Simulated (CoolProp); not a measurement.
CH2F2 (R32) along the isobar 7640 kPa: Z from the reference equation and from simpler models built on Tc = 351.3 K, pc = 5783 kPa, ω = 0.277; each cubic takes its own stable root.

Computed with CoolProp (reference Helmholtz-energy equation of state, Tillner-Roth 1997).

```json
[
 {"T (K)": "190.3", "phase": "liquid", "reference": "0.1925", "van der Waals": "0.3731", "Redlich-Kwong": "0.2547", "Soave-Redlich-Kwong": "0.2486", "Peng-Robinson": "0.2210"},
 {"T (K)": "220.9", "phase": "liquid", "reference": "0.1763", "van der Waals": "0.3373", "Redlich-Kwong": "0.2330", "Soave-Redlich-Kwong": "0.2258", "Peng-Robinson": "0.2003"},
 {"T (K)": "251.5", "phase": "liquid", "reference": "0.1662", "van der Waals": "0.3136", "Redlich-Kwong": "0.2203", "Soave-Redlich-Kwong": "0.2123", "Peng-Robinson": "0.1879"},
 {"T (K)": "282.1", "phase": "liquid", "reference": "0.1614", "van der Waals": "0.2999", "Redlich-Kwong": "0.2159", "Soave-Redlich-Kwong": "0.2073", "Peng-Robinson": "0.1834"},
 {"T (K)": "312.6", "phase": "liquid", "reference": "0.1631", "van der Waals": "0.2969", "Redlich-Kwong": "0.2220", "Soave-Redlich-Kwong": "0.2134", "Peng-Robinson": "0.1892"},
 {"T (K)": "343.2", "phase": "liquid", "reference": "0.1798", "van der Waals": "0.3117", "Redlich-Kwong": "0.2506", "Soave-Redlich-Kwong": "0.2460", "Peng-Robinson": "0.2204"},
 {"T (K)": "373.8", "phase": "supercritical", "reference": "0.4373", "van der Waals": "0.4070", "Redlich-Kwong": "0.4419", "Soave-Redlich-Kwong": "0.4986", "Peng-Robinson": "0.4698"},
 {"T (K)": "404.4", "phase": "supercritical", "reference": "0.6541", "van der Waals": "0.6251", "Redlich-Kwong": "0.6511", "Soave-Redlich-Kwong": "0.7006", "Peng-Robinson": "0.6690"},
 {"T (K)": "435", "phase": "supercritical", "reference": "0.7556", "van der Waals": "0.7237", "Redlich-Kwong": "0.7470", "Soave-Redlich-Kwong": "0.7972", "Peng-Robinson": "0.7669"}
]
```
